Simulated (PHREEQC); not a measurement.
Consider water at 25 °C with 0.0014 mol HBr, 4.5e-05 mol CaCl2 and 0.18 mol MnSO4 per kg of water. It is in equilibrium with CO2 at log p = 0 (atm). Otherwise closed; pH follows from the charge balance.

All values are PHREEQC results (ion-association model, wateq4f.dat), not measurements.

This is a speciation only: nothing precipitates in the calculation.

Estimate the pH.

pH 3.43.

In which forms is Ca present?

CaSO4 52 %, Ca+2 48 % of the Ca.

Species that the database lacks are ignored.
